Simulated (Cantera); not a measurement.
Cantera run:

```python
import numpy as np
import cantera as ct

gas_names = """
    N NO NO2 NO3 N2 N2O O O2 O3 V VN VO VO2
""".split()
cond_names = """
    V(cr) V(L) VN(s) VO(s) VO(L) V2O3(s) V2O3(L) V2O4(I) V2O4(II) V2O4(L) V2O5(s) V2O5(L)
""".split()


# ... load() reads the species with a 1 bar reference pressure and builds the phases ...
atoms = {
    'V': {'V': 1},
    'O2': {'O': 2},
    'N2': {'N': 2},
}
top_T = {'VN(s)': 2300}  # K; cautious upper limits of use, not melting points


# ... equilibrate(T, P, feed) seeds the gas with the atoms and calls Mixture.equilibrate('TP', solver="vcs", rtol=1e-11, max_steps=5000) ...
results = []
feed = {'V': 1, 'O2': 0.016, 'N2': 93}  # mol
T = 2198.15  # K
P = 4700  # Pa
mix = equilibrate(T, P, feed)
results.append((T, P, feed, dict(zip(mix.species_names, mix.species_moles))))
print(gas.report(threshold=0.001))
for i in range(1, mix.n_phases):
    print(f"{mix.phase(i).name:16s} {mix.phase_moles(i):12.5e} mol")
```

Output:

```
       temperature   2198.2 K
          pressure   4700 Pa
           density   0.0072102 kg/m^3
  mean mol. weight   28.038 kg/kmol
   phase of matter   gas

                          1 kg             1 kmol
                     ---------------   ---------------
          enthalpy        2.2658e+06        6.3528e+07  J
   internal energy         1.614e+06        4.5252e+07  J
           entropy             10020        2.8095e+05  J/K
    Gibbs function        -1.976e+07       -5.5404e+08  J
 heat capacity c_p            1295.8             36331  J/K
 heat capacity c_v            999.23             28016  J/K

                      mass frac. Y      mole frac. X     chem. pot. / RT
                     ---------------   ---------------   ---------------
                N2           0.99837           0.99921           -30.322
     [  +12 minor]         0.0016301        0.00078877

V(L)              0.00000e+00 mol
VN(s)             9.26969e-01 mol
VO(L)             0.00000e+00 mol
V2O3(s)           0.00000e+00 mol
V2O4(L)           0.00000e+00 mol
V2O5(L)           0.00000e+00 mol
```

Cantera equilibrium calculation (NASA polynomials, part measured and part estimated; ideal gas, pure solids and liquids). VN: taken at fixed stoichiometry. Condensed phases not in the tables: V2N.
